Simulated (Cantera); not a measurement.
Feed: 1 mol Pb, 0.4 mol O₂, 93 mol H₂, equilibrated at 0.00133 bar.

Equilibrium computed with Cantera from the NASA thermochemical tables; the gas is ideal and each condensed phase is pure. Candidate condensed phases: H₂O, Pb, PbO, PbO₂, Pb₃O₄; 12 gas species. The numbers say what is thermodynamically allowed, not how fast it happens. All values below are at 900 K.

Base state: H₂ 0.990, H₂O 0.00859, Pb 0.00103 (mole fractions); condensed: Pb(l).

### Question
What changes in the equilibrium state with this change: Pb replaced by HgO?

### Answer
```json
[
 {"species": "H₂", "before": "0.990", "after": "0.970"},
 {"species": "H₂O", "before": "0.00859", "after": "0.0191"},
 {"species": "Hg", "before": "0", "after": "0.0106"},
 {"species": "Pb", "before": "0.00103", "after": "0"},
 {"species": "Pb(l), mol", "before": "0.904", "after": "0"}
]
```
Further candidate phases: Hg, HgO.
